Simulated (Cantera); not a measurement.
A Cantera script and what it prints.

```python
import numpy as np
import cantera as ct

gas_names = [...]  # 95 gases of nasa_gas.yaml made of C, F, H
cond_names = """
    C(gr) C6H6(L) C7H8(L) C8H18(L),n-octa
""".split()


# ... load() reads the species with a 1 bar reference pressure and builds the phases ...
atoms = {
    'CF4': {'C': 1, 'F': 4},
    'F2': {'F': 2},
    'H2': {'H': 2},
}
top_T = {'C(gr)': 4500}  # K; cautious upper limits of use, not melting points


# ... equilibrate(T, P, feed) seeds the gas with the atoms and calls Mixture.equilibrate('TP', solver="vcs", rtol=1e-11, max_steps=5000) ...
results = []
feed = {'CF4': 1, 'F2': 0.05, 'H2': 0.27}  # mol
T = 2050  # K
P = 100000  # Pa
mix = equilibrate(T, P, feed)
results.append((T, P, feed, dict(zip(mix.species_names, mix.species_moles))))
x = sorted(zip(gas.X, gas.species_names), reverse=True)
print(f"T = {T:g} K  P = {P:g} Pa  gas = {mix.phase_moles(0):.4g} mol")
print("   x: " + "  ".join(f"{s} {v:.3e}" for v, s in x if v > 1e-06))
print("   condensed (mol): " + ("  ".join(f"{mix.phase(i).name} {mix.phase_moles(i):.4g}"
      for i in range(1, mix.n_phases) if mix.phase_moles(i) > 1e-12) or "none"))
```

It prints:

```
T = 2050 K  P = 100000 Pa  gas = 1.442 mol
   x: CF4 6.081e-01  HF 3.744e-01  CF2 1.302e-02  CF3 2.780e-03  F 1.588e-03  CHF3 3.315e-05  CF 9.375e-06  C2F4 5.452e-06  H2F2 1.057e-06
   condensed (mol): C(gr) 0.1001
```

These are equilibrium values from Cantera (NASA tables, ideal gas, pure condensed phases), not measurements of a reactor. Gases not in the tables: C2F6 and larger saturated fluorocarbons.
